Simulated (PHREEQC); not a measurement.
Consider water at 25 °C with 0.0029 mol CsOH and 0.0013 mol CO2 per kg of water. Closed to the air; pH follows from the charge balance.

Equilibrium calculation in PHREEQC: ion-association model, wateq4f.dat.

```json
{
 "pH": "10.75",
 "ionic_strength": "0.00389 mol/kgw",
 "total_alkalinity": "2.90 meq/kg"
}
```

```csv
species,molality,activity,log γ
Cs+,0.00290,0.00271,-0.029
CO3-2,0.000993,0.000763,-0.115
OH-,0.000607,0.000567,-0.030
HCO3-,0.000307,0.000287,-0.029
CO2,1.14e-8,1.14e-8,0.000
```

No solid was allowed to form.
